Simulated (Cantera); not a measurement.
Cantera with NASA thermochemical tables; ideal gases at 1 bar, condensed phases pure. Values are per mole of reaction as written; species without (g) are pure solids or liquids, kept so even where they would boil at 1 bar.

Ti2O3 + 6 TiCl4 ⇌ 8 TiCl3(g) + O3(g), with ΔH° = 2172.5 kJ and ΔS° = 1179.8 J/K at 300 K.

Q: How far is the shortcut ΔG° ≈ ΔH°(300 K) − T·ΔS°(300 K) from the full temperature-dependent value at 373, 398, 423, 448, 473, 498, 523 K?

A: 
| T (K) | shortcut (kJ) | full (kJ) | difference (kJ) | difference in log10 K |
|---|---|---|---|---|
| 373 | 1732.4 | 1735.2 | -2.8 | 0.39 |
| 398 | 1702.9 | 1707.8 | -4.9 | 0.64 |
| 423 | 1673.4 | 1680.8 | -7.5 | 0.92 |
| 448 | 1643.9 | 1654.4 | -10.5 | 1.23 |
| 473 | 1614.4 | 1628.5 | -14.1 | 1.55 |
| 498 | 1584.9 | 1603.0 | -18.1 | 1.89 |
| 523 | 1555.4 | 1577.8 | -22.4 | 2.24 |
The shortcut ignores the heat-capacity change of the reaction.
